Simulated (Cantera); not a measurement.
Input: 1 mol CuO, 0.46 mol CH4, 2.1 mol CO, 1.5 mol C, at 2298.15 K and 7300 Pa.

Equilibrium computed with Cantera from the NASA thermochemical tables; the gas is ideal and each condensed phase is pure. Candidate condensed phases: C, C6H6, C7H8, C8H18, Cu, CuO, Cu(OH)2, Cu2O, H2O; 113 gas species. The numbers say what is thermodynamically allowed, not how fast it happens.

Base state: CO 0.613, Cu 0.197, H2 0.174, H 0.0148, C2H2 (acetylene) 0.000744, Cu2 0.000585 (mole fractions); condensed: C(graphite).

Q: What changes in the equilibrium state with this change: CuO replaced by Ta2O5?

A: 
| species | before | after |
|---|---|---|
| CO | 0.613 | 0.808 |
| H2 | 0.174 | 0.175 |
| H | 0.0148 | 0.0148 |
| Cu | 0.197 | 0 |
| TaO2 | 0 | 0.000938 |
| C2H2 (acetylene) | 0.000744 | <1e-9 |
| Cu2 | 0.000585 | 0 |
| C(graphite), mol | 0.952 | 0 |
| Ta(s), mol | 0 | 0.786 |
| Ta2O5(l), mol | 0 | 0.604 |
Mutual solubility and eutectic melting of coexisting phases are not modelled. Condensed phases not in the tables: Ta2C, N, O or C dissolved in the metal. Further candidate phases: Ta, TaC, Ta2O5.
